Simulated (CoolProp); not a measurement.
Tetrahydrofuran at 422.78 K and 0.555 MPa is throttled through a valve to 0.0236 MPa with no heat exchange. Each further row changes one setting.

Model: reference Helmholtz-energy equation of state, Fiedler 2023, in CoolProp.

```csv
case,temperature change (K),final density (kg/m³)
as stated,-7.7,0.495
outlet pressure 0.00708 MPa,-8.0,0.148
outlet pressure 0.0307 MPa,-7.6,0.644
```
